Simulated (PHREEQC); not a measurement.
PHREEQC input (ion-association model, wateq4f.dat):

```
SOLUTION_MASTER_SPECIES
  An  An-  0  An  62.0  # stands for a non-complexing anion
SOLUTION_SPECIES
  An- = An-
    -log_k 0
    -gamma 3.0 0
PHASES
  Fix_H+
    H+ = H+
    -log_k 0
SOLUTION 1
  temp 25
  units mmol/kgw
  pH 7 charge
  S(6) 0.12
  Cu(2) 0.12
  F 0.0023
  Na 50.0023
  An 50
END
SELECTED_OUTPUT 1
  -reset false
  -pH true
  -pe true
  -ionic_strength true
  -water true
  -totals Cu F Na S Cu(1) Cu(2) S(-2) S(6)
  -molalities Hfo_wOH Hfo_wOH2+ Hfo_wO- Hfo_sOH Hfo_sOH2+ Hfo_sO- Hfo_wF Hfo_wOHF- Hfo_sOCu+ Hfo_wOCu+
    Hfo_wSO4- Hfo_wOHSO4-2
  -saturation_indices Cu(OH)2 Brochantite Antlerite Mirabilite Chalcanthite CuF2:2H2O
USER_PUNCH 1
  -headings sigma psi
  10 PUNCH EDL("sigma", "Hfo"), EDL("psi", "Hfo")
PRINT
  -reset false
USE solution 1
SURFACE 1
  Hfo_wOH 0.000516854 600 0.23
  Hfo_sOH 1.29213e-05
EQUILIBRIUM_PHASES 1
  Fix_H+ -3 HAn 10
    -force_equality true
  O2(g) -0.68 10
END
# ... the last block is repeated for the other 12 points of pH, with NaOH or the acid as the point needs
```

Selected output (columns that matter, 13 of 13 rows; pH added in front):

```
pH	mu	Cu	F	Na	S	m_Hfo_wOH	si_Cu(OH)2	si_Brochantite	si_Antlerite	si_Mirabilite	si_Chalcanthite	si_CuF2:2H2O	sigma	psi
3	0.051683	0.00011997	1.2229e-06	0.050002	4.3632e-06	4.7239e-06	-6.8828	-20.079	-14.786	-7.4359	-7.3746	-12.394	0.20266	0.14004
3.5	0.050874	0.00011967	9.9577e-07	0.050002	4.7918e-06	1.3521e-05	-5.8821	-17.02	-12.728	-7.3784	-7.3174	-12.171	0.19335	0.13804
4	0.050601	0.00011737	9.7443e-07	0.050002	6.5805e-06	3.3419e-05	-4.89	-13.909	-10.609	-7.2352	-7.1824	-12.019	0.17455	0.13298
4.5	0.050478	0.00010827	1.0977e-06	0.050002	1.1425e-05	6.8403e-05	-3.9249	-10.807	-8.472	-6.9935	-6.9758	-11.885	0.14675	0.12425
5	0.050371	8.5013e-05	1.3051e-06	0.050002	2.2225e-05	0.00011689	-3.0302	-7.9377	-6.4976	-6.7033	-6.791	-11.818	0.11798	0.1133
5.5	0.050217	3.743e-05	1.5208e-06	0.050002	3.9146e-05	0.0001708	-2.3874	-6.1194	-5.322	-6.456	-6.901	-12.035	0.095855	0.10303
6	0.050132	8.5776e-06	1.6914e-06	0.050002	5.9412e-05	0.00022781	-2.033	-5.5202	-5.0771	-6.274	-7.3648	-12.586	0.078047	0.092965
6.5	0.050186	1.726e-06	1.84e-06	0.050072	8.1215e-05	0.00027707	-1.7714	-5.3379	-5.1565	-6.1372	-7.9674	-13.25	0.062383	0.082172
7	0.050251	5.7749e-07	1.991e-06	0.050136	0.00010123	0.00029929	-1.5101	-5.1972	-5.2771	-6.0407	-8.6106	-13.92	0.047724	0.069753
7.5	0.050299	5.1859e-07	2.1356e-06	0.050185	0.00011451	0.00029527	-1.2895	-5.2614	-5.5619	-5.9865	-9.3366	-14.639	0.032104	0.052862
8	0.050324	6.5736e-07	2.2313e-06	0.050217	0.00011903	0.00028252	-1.1441	-5.6631	-6.109	-5.9693	-10.175	-15.455	0.016728	0.030784
8.5	0.050339	8.229e-07	2.2745e-06	0.050241	0.00011986	0.00026973	-1.0409	-6.2472	-6.7963	-5.9659	-11.068	-16.335	0.0031639	0.0061613
9	0.050357	1.0225e-06	2.2909e-06	0.050269	0.00011998	0.00025642	-0.9457	-6.8659	-7.5103	-5.9651	-11.973	-17.234	-0.0099775	-0.019035
```

Species that the database lacks are ignored. The database's constant for dissolved Cu(OH)2 is higher than later reviews accept. The oxide is taken as insoluble; below pH 4 it would dissolve.
